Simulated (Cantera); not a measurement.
A perfectly stirred reactor is fed with 3.34 % CH4, 4.35 % C2H6, 0.171 % C3H8, 16.2 % O2, 73.2 % N2, 2.67 % H2O, at 10500 Torr; it is adiabatic with a 500 K inlet, and is followed from long to short residence time, starting on the burning branch (τ in s: 0.033, 0.014, 0.0061, 0.0026, 0.0011, 0.00049, 0.00021, 9.1e-05, 3.9e-05, 1.7e-05).

Model: GRI-Mech 3.0 (53 species, 325 reactions), integrated in Cantera. The pressure lies above the range GRI-Mech 3.0 was tuned for (to about 10 atm).

x: mole fraction; the columns are a selection and need not sum to one.

```
τ (s)    T (K)    x CH4    x C2H6   x C3H8   x N2O    x CH2    x C2H4
-------  -----  -------  --------  -------  ------  -------  --------
0.033     1975  0.00173   1.99e-6  2.44e-8       …  1.86e-7   1.34e-5
0.014     1978  0.00252   4.82e-6  5.59e-8       …  3.75e-7   2.97e-5
0.0061    1977  0.00331   1.08e-5  1.25e-7       …  7.18e-7   6.04e-5
0.0026    1972  0.00402   2.41e-5  2.93e-7       …  1.34e-6  0.000120
0.0011    1955  0.00456   5.32e-5  7.10e-7       …  2.38e-6  0.000235
0.00049   1926  0.00497  0.000114  1.72e-6       …  3.76e-6  0.000445
0.00021   1863  0.00575  0.000284  5.13e-6       …  5.04e-6  0.000965
9.1e-5     500   0.0334    0.0435  0.00171  <1e-12   <1e-12    <1e-12
3.9e-5     500   0.0334    0.0435  0.00171  <1e-12   <1e-12    <1e-12
1.7e-5     500   0.0334    0.0435  0.00171  <1e-12   <1e-12    <1e-12
```

### Question
What belongs in the gaps?

### Answer

- 0.033, x N2O: 2.87e-9
- 0.014, x N2O: 4.23e-9
- 0.0061, x N2O: 6.88e-9
- 0.0026, x N2O: 1.23e-8
- 0.0011, x N2O: 2.27e-8
- 0.00049, x N2O: 4.12e-8
- 0.00021, x N2O: 8.09e-8
